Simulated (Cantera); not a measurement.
Input: 1 mol Si3N4, 4.6 mol N2O, 270 mol N2, held at 2000 K and 0.520 bar.

Equilibrium computed with Cantera from the NASA thermochemical tables; the gas is ideal and each condensed phase is pure. Candidate condensed phases: Si, SiO2, Si2N2O, Si3N4; 16 gas species. The tables hold silica as quartz up to 1696 K and as liquid above; real silica turns to tridymite and cristobalite and melts near 1996 K. The numbers say what is thermodynamically allowed, not how fast it happens.

Base state: N2 0.995, SiO 0.00504 (mole fractions); condensed: SiO2(l).

What changes in the equilibrium state with this change: temperature from 2000 K to 1723 K?


```tsv
species	before	after
N2	0.995	0.999
SiO	0.00504	0.000945
SiO2(l), mol	1.60	0
SiO2(condensed), mol	0	1.98
Si2N2O(s), mol	0	0.380
```
Mutual solubility and eutectic melting of coexisting phases are not modelled.

What changes in the equilibrium state with this change: N2O from 4.6 to 0.045 mol?


```
species         before     after
-------------  -------  --------
N2               0.995     1.000
SiO            0.00504  0.000167
Si             5.50e-9   3.89e-5
SiO2(l), mol      1.60         0
Si3N4(s), mol        0     0.980
```
